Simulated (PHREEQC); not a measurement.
Na2CO3 is added in steps, without added water, to 1 kg of water holding 0.0094 mol/kgw KOH and 0.041 mol/kgw KH2PO4, at 25 °C. Oxygen is held at 0.21 atm. No CO2 enters from the air. Solids allowed: Nahcolite, Natron. Others were left out.

Base run: PHREEQC, ion-association model, wateq4f.dat. Each further column changes one thing. The table gives HPO4-2 (mol/kgw).

```
Na2CO3 added (mol)     base  all activity coefficients set to 1  metal-ligand complexes left out  Davies equation for every ion  Debye-Hückel limiting law
------------------  -------  ----------------------------------  -------------------------------  -----------------------------  -------------------------
0                   0.00902                             0.00857                          0.00940                        0.00902                    0.00912
0.0038               0.0137                              0.0127                           0.0143                         0.0137                     0.0140
0.0076               0.0178                              0.0162                           0.0186                         0.0177                     0.0183
0.0095               0.0197                              0.0179                           0.0206                         0.0196                     0.0203
0.0133               0.0232                              0.0210                           0.0245                         0.0232                     0.0241
0.0171               0.0266                              0.0239                           0.0281                         0.0266                     0.0276
0.0209               0.0298                              0.0267                           0.0316                         0.0298                     0.0309
0.0247               0.0329                              0.0293                           0.0350                         0.0328                     0.0341
0.0285               0.0357                              0.0317                           0.0381                         0.0356                     0.0370
0.0304               0.0369                              0.0326                           0.0395                         0.0368                     0.0382
0.0342               0.0379                              0.0334                           0.0406                         0.0378                     0.0392
0.038                0.0379                              0.0333                           0.0407                         0.0378                     0.0393
```

H3PO4, which wateq4f.dat lacks, is added to it with the constant of phreeqc.dat.
